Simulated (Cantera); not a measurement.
**Hydrocarbon pyrolysis for carbon deposition**

An isothermal, constant-pressure homogeneous reactor starts with 19.6 % C2H6, 80.4 % N2, at 1350 K and 230 Pa.

Cantera simulation using GRI-Mech 3.0 (53 species, 325 reactions); the numbers are that mechanism's predictions, not measurements. GRI-Mech 3.0 stops at C3 and has no aromatics, soot or wall deposition, so with more carbon than oxygen in the feed, carbon stays in small species such as C2H2 where larger ones or solid carbon would form. Radical loss at walls, strong at low pressure, is not modelled.

```tsv
t (s)	x C2H6	x C2H4	x C2H	x CH2	x CH3	x C2H2	x HCN
0.000600	0.196	3.86e-6	<1e-12	4.09e-9	0.000311	1.80e-11	<1e-12
0.00165	0.195	7.76e-5	<1e-12	5.39e-8	0.000793	3.27e-9	1.43e-12
0.00456	0.192	0.00134	3.21e-12	3.83e-7	0.00186	9.01e-7	4.11e-10
0.0126	0.175	0.0119	3.83e-10	1.43e-6	0.00447	9.40e-5	5.70e-9
0.0346	0.115	0.0504	4.38e-9	2.46e-6	0.00664	0.00248	1.94e-8
0.0955	0.0284	0.0898	2.00e-8	1.60e-6	0.00378	0.0184	3.63e-8
0.263	0.00191	0.0760	1.84e-8	2.36e-7	0.000859	0.0467	4.38e-8
0.726	0.000135	0.0560	7.63e-9	2.50e-8	0.000244	0.0659	4.38e-8
2.00	1.29e-5	0.0409	3.21e-9	3.29e-9	8.51e-5	0.0795	4.33e-8
```
x: mole fraction; the columns are a selection and need not sum to one.

Equilibrium at this temperature and pressure: C2H6 1.79e-9, C2H4 8.99e-5, C2H 5.88e-9, CH2 6.30e-11, CH3 1.00e-6, C2H2 0.0931, HCN 0.0949 (gas phase only).
